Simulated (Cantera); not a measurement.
# Adiabatic ignition

An adiabatic, constant-volume homogeneous reactor starts with CH₄ : C₂H₆ : C₃H₈ : O₂ : N₂ = 1 : 0.15 : 1.2 : 3.88 : 14.6 (molar parts), equivalence ratio 2.2, at 1325 K and 3.90 bar.

Model: GRI-Mech 3.0 (53 species, 325 reactions), integrated in Cantera. GRI-Mech 3.0 was tuned for natural gas; its chemistry of propane as a main component is partial and can be far from experiment.

| t (s) | T (K) | P (bar) | x CH₄ | x C₂H₆ | x C₃H₈ | x H₂O | x OH | x H₂O₂ |
|---|---|---|---|---|---|---|---|---|
| 1.00e-6 | 1325 | 3.90 | 0.0480 | 0.00720 | 0.0576 | 2.65e-7 | 1.92e-8 | 3.32e-8 |
| 3.83e-6 | 1325 | 3.90 | 0.0480 | 0.00720 | 0.0576 | 3.87e-6 | 8.56e-8 | 8.63e-7 |
| 1.47e-5 | 1324 | 3.90 | 0.0480 | 0.00720 | 0.0573 | 9.87e-5 | 5.53e-7 | 9.25e-6 |
| 5.62e-5 | 1325 | 3.91 | 0.0481 | 0.00738 | 0.0555 | 0.000925 | 8.27e-7 | 1.74e-5 |
| 0.000215 | 1345 | 4.02 | 0.0484 | 0.00801 | 0.0449 | 0.00729 | 2.66e-6 | 5.09e-5 |
| 0.000825 | 2663 | 10.1 | 1.78e-9 | <1e-12 | <1e-12 | 0.0920 | 0.000847 | 5.97e-9 |
| 0.00316 | 2664 | 10.1 | 1.71e-9 | <1e-12 | <1e-12 | 0.0920 | 0.000851 | 6.00e-9 |
| 0.0121 | 2664 | 10.1 | 1.71e-9 | <1e-12 | <1e-12 | 0.0920 | 0.000851 | 6.00e-9 |
| 0.0464 | 2664 | 10.1 | 1.71e-9 | <1e-12 | <1e-12 | 0.0920 | 0.000851 | 6.00e-9 |
| 0.178 | 2664 | 10.1 | 1.71e-9 | <1e-12 | <1e-12 | 0.0920 | 0.000851 | 6.00e-9 |
| 0.681 | 2664 | 10.1 | 1.71e-9 | <1e-12 | <1e-12 | 0.0920 | 0.000851 | 6.00e-9 |
| 2.61 | 2664 | 10.1 | 1.71e-9 | <1e-12 | <1e-12 | 0.0920 | 0.000851 | 6.00e-9 |
| 10.0 | 2664 | 10.1 | 1.71e-9 | <1e-12 | <1e-12 | 0.0920 | 0.000851 | 6.00e-9 |
x: mole fraction; the columns are a selection and need not sum to one.

```yaml
time_of_steepest_temperature_rise: 0.317 ms
temperature at 10.0 s: 2664 K
equilibrium_temperature: 2664 K
x(CH₄) at 10.0 s: 1.71e-9 (gas-phase equilibrium 1.91e-9)
x(C₂H₆) at 10.0 s: <1e-12 (gas-phase equilibrium <1e-12)
x(C₃H₈) at 10.0 s: <1e-12 (gas-phase equilibrium <1e-12)
```
